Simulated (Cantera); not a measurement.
**Equilibrium for chlorosilane synthesis and conversion: SiCl4 + Cl2 + H2**

Input: 1 mol SiCl4, 1.4 mol Cl2, 3.7 mol H2, equilibrated at 600 °C and 100000 Pa.

Method: chemical equilibrium by Gibbs-energy minimisation in Cantera with the NASA 1993 tables (ideal gas, pure condensed phases). Candidate condensed phases: Si; 19 gas species. The numbers say what is thermodynamically allowed, not how fast it happens.

| Item | Result |
|---|---|
| x(HCl) | 0.459 |
| x(H2) | 0.377 |
| x(SiCl4) | 0.164 |
| x(SiHCl3) | 0.000288 |
| x(SiCl3) | 1.26e-6 |
| gas amount | 6.100 mol |
| log10 activity of Si(s) (absent) | -9.10 |
